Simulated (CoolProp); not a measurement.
Saturation properties of R143a.

The numbers come from the reference Helmholtz-energy equation of state, Lemmon and Jacobsen 2000 in CoolProp.

```csv
T (K),p (bar),liquid density (kg/m³),enthalpy of vaporisation (kJ/kg),liquid cp (kJ/(kg K)),liquid viscosity (µPa s),vapour viscosity (µPa s)
276.3,6.827,1013,184.6,1.512,138,10.4
281.1,7.879,996.5,179.6,1.539,132,10.6
285.9,9.047,978.9,174.3,1.570,126,10.8
290.7,10.34,960.5,168.7,1.604,120,11.1
295.5,11.77,941.3,162.8,1.644,115,11.4
300.3,13.34,921.0,156.5,1.690,109,11.7
305.1,15.06,899.6,149.7,1.745,104,12.1
309.9,16.94,876.7,142.4,1.812,98.1,12.6
314.6,18.95,852.6,134.7,1.895,92.7,13.0
319.4,21.19,825.8,126.0,2.004,87.0,13.6
324.2,23.62,796.2,116.3,2.156,81.2,14.4
```

It boils at 225.9 K under 1 atm.

Viscosity comes from a separate model (Klein 1997), an estimate that may be off by 10 % or more.
